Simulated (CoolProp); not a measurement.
n-butane at several states: Z from the reference equation and from simpler models built on Tc = 425.1 K, pc = 37.96 bar, ω = 0.201; each cubic takes its own stable root.

The numbers come from the reference Helmholtz-energy equation of state, Bücker 2006 in CoolProp.

| T (K) | p (bar) | phase | reference | van der Waals | Soave-Redlich-Kwong | Peng-Robinson |
|---|---|---|---|---|---|---|
| 280.1 | 0.111 | gas | 0.9961 | 0.9977 | 0.9966 | 0.9964 |
| 461.6 | 2.43 | gas | 0.9836 | 0.9843 | 0.9833 | 0.9810 |
| 299.1 | 120 | liquid | 0.4757 | 0.7248 | 0.5043 | 0.4480 |
| 279 | 0.337 | gas | 0.9877 | 0.9929 | 0.9894 | 0.9890 |
| 220.3 | 2.39 | liquid | 0.01158 | 0.01872 | 0.01243 | 0.01104 |
